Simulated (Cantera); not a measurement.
A freely propagating, adiabatic, planar premixed flame of CH4 : O2 : N2 = 1 : 2.15 : 10.3 (molar parts), equivalence ratio 0.93, unburnt at 450 K and 0.405 atm; mixture-averaged transport, grid criteria slope 0.08 and curve 0.16, no radiation.

Computed with Cantera and GRI-Mech 3.0 (53 species, 325 reactions). Burning velocities carry a grid error of a few per cent, more on coarse grids.

Question: How do the results move with these cheaper or finer settings: unity-Lewis-number transport; multicomponent transport; multicomponent+Soret transport; grid criteria slope 0.5, curve 1; grid criteria slope 0.25, curve 0.5; grid criteria slope 0.03, curve 0.06?

Answer: 
```csv
setting,laminar burning velocity,thermal thickness,peak x(C2H2),peak x(H2O2),grid points
as above,59.9 cm/s,1.08 mm,4.01e-5,8.11e-6,139
unity-Lewis-number transport,44.0 cm/s,1.23 mm,2.70e-5,3.06e-6,133
multicomponent transport,60.0 cm/s,1.09 mm,4.10e-5,7.93e-6,139
multicomponent+Soret transport,59.2 cm/s,1.10 mm,3.83e-5,7.94e-6,139
"grid criteria slope 0.5, curve 1",65.6 cm/s,1.20 mm,4.00e-5,8.35e-6,43
"grid criteria slope 0.25, curve 0.5",62.1 cm/s,1.11 mm,3.95e-5,8.47e-6,68
"grid criteria slope 0.03, curve 0.06",58.9 cm/s,1.08 mm,4.03e-5,8.04e-6,345
```
The base run took roughly 30 core-seconds.
Unity Lewis numbers drop preferential diffusion, which matters most where H2 and H carry the flame; Soret adds thermal diffusion.
